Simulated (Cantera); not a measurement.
A closed system holds: 1 mol Nb, 3.7 mol O2, 1.7 mol H2, at 10.0 Torr.

Cantera equilibrium calculation (NASA polynomials, part measured and part estimated; ideal gas, pure solids and liquids). Candidate condensed phases: H2O, Nb, NbO, NbO2, Nb2O5; 12 gas species. Condensed phases not in the tables: the oxides between NbO2 and Nb2O5. Rates play no part.

x: gas mole fraction; n: condensed amount in mol.

```
T (K)  x H2O   x O2      x OH       x O       x H      x H2      x NbO2  n Nb2O5(s)  n Nb2O5(l)
-----  -----  -----  --------  --------  --------  --------  ----------  ----------  ----------
1448   0.515  0.485  0.000403   1.18e-5   1.94e-7   5.90e-6      <1e-12       0.500           0
1548   0.515  0.484  0.000965   4.60e-5   1.27e-6   2.26e-5  (withheld)       0.500           0
1648   0.514  0.484   0.00208  0.000153   6.61e-6   7.34e-5  (withheld)       0.500           0
1748   0.512  0.483   0.00409  0.000441   2.86e-5  0.000209  (withheld)       0.500           0
1848   0.509  0.481   0.00748   0.00114  0.000106  0.000530  (withheld)           0       0.500
1948   0.505  0.478    0.0128   0.00266  0.000342   0.00122  (withheld)           0       0.500
2048   0.497  0.473    0.0207   0.00571  0.000983   0.00257  (withheld)           0       0.500
2148   0.484  0.466    0.0317    0.0114   0.00256   0.00502  (withheld)           0       0.500
2248   0.463  0.453    0.0462    0.0213   0.00608   0.00912  (withheld)           0       0.499
2348   0.432  0.435    0.0640    0.0373    0.0133    0.0154  (withheld)           0       0.495
2448   0.386  0.408    0.0836    0.0617    0.0268    0.0241  (withheld)           0       0.482
```

Problem. Fill in the missing entries.

Solution. 
- 1548, x NbO2: 4.15e-11
- 1648, x NbO2: 1.24e-9
- 1748, x NbO2: 2.50e-8
- 1848, x NbO2: 3.18e-7
- 1948, x NbO2: 2.87e-6
- 2048, x NbO2: 2.06e-5
- 2148, x NbO2: 0.000122
- 2248, x NbO2: 0.000605
- 2348, x NbO2: 0.00261
- 2448, x NbO2: 0.00993
